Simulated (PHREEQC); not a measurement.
0.029 g of hydrous ferric oxide (600 m²/g; 0.2 weak and 0.005 strong sites per Fe, Dzombak-Morel constants, diffuse double layer) in 1 kg of water with 0.005 mol/kgw of an inert sodium salt and 0.022 mmol/kgw NaH2PO4, at 25 °C; the pH is set by adding NaOH or the inert anion's acid. Oxygen alone is held at its pressure in air (log pO2 = -0.68). The system is closed to CO2. Precipitation was switched off in this run.

Base run: PHREEQC, ion-association model, wateq4f.dat. Each further column changes one thing. The table gives surface potential ψ (mV).

```csv
pH,base,background salt from 0.005 to 0.0005 mol/kgw,oxide from 0.029 to 0.15 g/kgw,1.2e-05 mol/kgw MgCl2 added
3,182,202,210,182
3.38,175,196,204,174
4.12,152,167,?,152
4.5,137,149,171,137
4.88,121,129,156,121
5.62,84,88,123,84
6,64,66,104,64
6.38,43,?,84,43
7.12,6,5,44,6
7.5,-10,-11,23,-10
7.88,-24,-25,2,?
8.62,-45,-47,-38,-38
9,-57,-59,-55,-45
```

### Question
Fill in the missing entries.

### Answer

- 4.12, oxide from 0.029 to 0.15 g/kgw: 184
- 6.38, background salt from 0.005 to 0.0005 mol/kgw: 45
- 7.88, 1.2e-05 mol/kgw MgCl2 added: -23

H3PO4, which wateq4f.dat lacks, is added to it with the constant of phreeqc.dat. The oxide is taken as insoluble; below pH 4 it would dissolve.
